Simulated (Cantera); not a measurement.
# n-butane + NH3 + H2 (carbon deposition, reforming and gasification)

A closed system holds: 1 mol n-butane, 0.055 mol NH3, a varied amount of H2, at 0.00280 bar.

Method: chemical equilibrium by Gibbs-energy minimisation in Cantera with the NASA 1993 tables (ideal gas, pure condensed phases). Candidate condensed phases: C, C6H6, C7H8, C8H18; 92 gas species. Kinetics and transport are ignored.

Stable condensed phases:

```
T in °C \ n(H2) in mol
         0.81  1.6  2.5  3.3  4.1  4.9  5.8  6.6  7.4  8.2
   2750     A    A    A    A    A    A    A    A    A    A
   2700     B    A    A    A    A    A    A    A    A    A
   2650     B    B    B    B    B    B    B    A    A    A
   2600     B    B    B    B    B    B    B    B    B    B
   2550     B    B    B    B    B    B    B    B    B    B
   2500     B    B    B    B    B    B    B    B    B    B
   2450     B    B    B    B    B    B    B    B    B    B
   2400     B    B    B    B    B    B    B    B    B    B
   2350     B    B    B    B    B    B    B    B    B    B
   2300     B    B    B    B    B    B    B    B    B    B
   2250     B    B    B    B    B    B    B    B    B    B
   2200     B    B    B    B    B    B    B    B    B    B
   2150     B    B    B    B    B    B    B    B    B    B
```

A: gas only; B: C.
